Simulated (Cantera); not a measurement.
Gas mixture: H2O = 0.37 (molar parts), at 20.0 Torr, frozen composition.

Cantera's kinetic-theory transport with the Lennard-Jones parameters of GRI-Mech 3.0, ideal gas; thermal conductivity in the multicomponent form. Polar gases are described roughly by these parameters.

D: mixture-averaged diffusion coefficient of that species in the mixture.

```
T (K)  ρ (kg/m³)  cp (J/kg/K)  μ (µPa s)  λ (mW/m/K)     Pr  D (cm²/s) NH3  D (cm²/s) H2  D (cm²/s) OH
-----  ---------  -----------  ---------  ----------  -----  -------------  ------------  ------------
400       0.0144         1902       14.0        36.8  0.722           13.3          55.2           [?]
550       0.0105         1985       19.6        54.3  0.716           25.6          97.5           [?]
700      0.00825         2082       25.2        73.7  0.714           41.6           148           [?]
850      0.00680         2185       30.8        94.4  0.713           61.1           207           [?]
1000     0.00578         2292       36.2         116  0.714           83.6           273           [?]
1150     0.00502         2401       41.5         140  0.715            109           345           [?]
1300     0.00444         2502       46.7         163  0.716            137           425           [?]
1450     0.00398         2596       51.6         187  0.717            168           510           [?]
```

Q: Some entries are withheld; supply them.

A: 
- 400, D (cm²/s) OH: 24.2
- 550, D (cm²/s) OH: 43.3
- 700, D (cm²/s) OH: 66.4
- 850, D (cm²/s) OH: 93.2
- 1000, D (cm²/s) OH: 123
- 1150, D (cm²/s) OH: 156
- 1300, D (cm²/s) OH: 193
- 1450, D (cm²/s) OH: 232
